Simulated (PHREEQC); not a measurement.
Consider water at 5 °C with 57 mmol/kgw CdCl2, 6.2 mmol/kgw H3BO3 and 0.15 mmol/kgw FeSO4. Closed to the air; pH follows from the charge balance.

Computed with PHREEQC (ion-association model, phreeqc.dat).

No solid was allowed to form.

Problem. Estimate the pH, density, ionic strength.

Solution. pH 5.53; density 1.010 g/cm³; ionic strength 0.0821 mol/kgw.

Problem. In which forms is Cl present?

Solution. Cl- 58 %, CdCl+ 31 %, CdCl2 9.9 % of the Cl.

Away from 25 °C the constants follow the database's enthalpies or fits; those with neither stay at their 25 °C values.
